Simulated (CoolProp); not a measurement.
A single-stage vapour-compression cycle with nitrous oxide: evaporating at 221.15 K (dew point), condensing at 257.15 K (bubble point), superheat 5 K, subcooling 0 K, compressor efficiency 0.9, no pressure losses. Each further row changes one setting.

Model: reference Helmholtz-energy equation of state, Lemmon 2006, in CoolProp. It is a short technical equation, of lower accuracy than the large ones.

```tsv
case	cooling COP	pressure ratio	discharge temperature (K)	refrigerating effect (kJ/kg)	volumetric capacity (kJ/m³)
as stated	4.39	3.38	307.6	266	4060
evaporating temperature 226.15 K	5.34	2.78	299.7	268	4930
condensing temperature 252.15 K	5.27	2.91	296.7	276	4220
subcooling 5 K	4.56	3.38	307.6	276	4220
superheat 15 K	4.30	3.38	320.2	275	3980
compressor efficiency 0.8	3.91	3.38	314.9	266	4060
```
